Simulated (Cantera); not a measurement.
# Diamond growth

A diamond (100) surface in a fixed gas of H2 with x(CH4) = 0.028, x(CH3) = 0.0014, at 1000 K, 21.8 Torr; coverages are run to steady state.

Computed with Cantera and the Harris–Goodwin 1993 mechanism for the reconstructed diamond (100) surface.

| x(H) | growth (µm/h) | θ c6HH | θ c6H* | θ c6*H | θ c6** | θ c6HM |
|---|---|---|---|---|---|---|
| 0.0001 | 1.27 | 0.249 | 0.00628 | 0.129 | 0.000645 | 0.449 |
| 0.00025 | 2.96 | 0.266 | 0.00732 | 0.150 | 0.00146 | 0.419 |
| 0.00064 | 6.28 | 0.320 | 0.00928 | 0.190 | 0.00299 | 0.348 |
| 0.0016 | 11.0 | 0.403 | 0.0120 | 0.246 | 0.00511 | 0.243 |
| 0.0041 | 15.7 | 0.488 | 0.0148 | 0.303 | 0.00721 | 0.136 |
| 0.01 | 18.7 | 0.544 | 0.0167 | 0.340 | 0.00857 | 0.0665 |
| 0.026 | 20.4 | 0.574 | 0.0178 | 0.360 | 0.00933 | 0.0279 |
| 0.066 | 21.2 | 0.587 | 0.0184 | 0.369 | 0.00968 | 0.0114 |
| 0.17 | 21.6 | 0.593 | 0.0192 | 0.372 | 0.00991 | 0.00450 |
θ: site fractions in the mechanism's names (c6HH fully hydrogenated, c6H* and c6*H radical sites, c6** diradical, c6HM methylated).
